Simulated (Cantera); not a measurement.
A Cantera script and its output.

```python
import numpy as np
import cantera as ct

surf = ct.Interface("ptcombust.yaml", "Pt_surf")
gas = surf.adjacent["gas"]
gas.TPX = 300, 22000, {'H2': 0.037, 'O2': 0.12, 'N2': 0.79}
jet = ct.ImpingingJet(gas=gas, width=0.08, surface=surf)
jet.inlet.mdot, jet.inlet.T, jet.inlet.X = 0.022, 300, {'H2': 0.037, 'O2': 0.12, 'N2': 0.79}
jet.set_refine_criteria(ratio=10, slope=0.2, curve=0.3)
show, cover = ['H2', 'O2', 'H2O', 'OH'], ["PT(S)", "H(S)", "O(S)", "OH(S)", "CO(S)", "C(S)"]

rows = []
print(f"{'Ts/K':>7s}" + "".join(f"{s:>11s}" for s in show + cover) + "   (gas at the wall, coverages)")
for i, Ts in enumerate([700, 750, 800, 850, 900, 950, 1000]):
    jet.surface.T = Ts
    if i == 0:
        surf.TP = Ts, 22000
        surf.coverages = "PT(S):0.5, O(S):0.5"
        surf.advance_coverages(1.0)
        jet.set_initial_guess(products="inlet")
    jet.solve(loglevel=0, auto=(i == 0))
    rows.append([*(jet.X[gas.species_index(s), -1] for s in show), *surf[cover].coverages])
    print(f"{Ts:7g}" + "".join(f"{x:11.3e}" for x in rows[-1]))
```

Output:

```
   Ts/K         H2         O2        H2O         OH      PT(S)       H(S)       O(S)      OH(S)      CO(S)       C(S)   (gas at the wall, coverages)
    700  1.397e-03  8.632e-02  7.275e-02  1.534e-10  3.507e-02  3.210e-09  9.604e-01  4.552e-03 -5.890e-28 -6.752e-33
    750  1.081e-03  8.607e-02  7.299e-02  8.976e-10  4.786e-02  7.688e-09  9.483e-01  3.838e-03  3.793e-20  2.104e-24
    800  7.227e-04  8.578e-02  7.333e-02  3.852e-09  7.536e-02  2.264e-08  9.210e-01  3.581e-03  2.212e-18  7.775e-24
    850  4.814e-04  8.560e-02  7.347e-02  1.359e-08  1.169e-01  6.380e-08  8.797e-01  3.390e-03  2.328e-19  9.237e-23
    900  3.459e-04  8.554e-02  7.343e-02  4.136e-08  1.687e-01  1.570e-07  8.281e-01  3.153e-03  5.650e-14  1.001e-21
    950  2.657e-04  8.552e-02  7.330e-02  1.127e-07  2.272e-01  3.390e-07  7.699e-01  2.877e-03  2.819e-17  1.119e-23
   1000  1.803e-04  8.665e-02  7.169e-02  4.493e-07  2.884e-01  6.479e-07  7.091e-01  2.559e-03  1.273e-25  5.902e-35
```

Computed with Cantera and Deutschmann's 1995 Pt surface mechanism with GRI-Mech 3.0 gas chemistry. Catalytic surfaces can have several steady states; this one follows from the mechanism file's or the stated starting coverage.
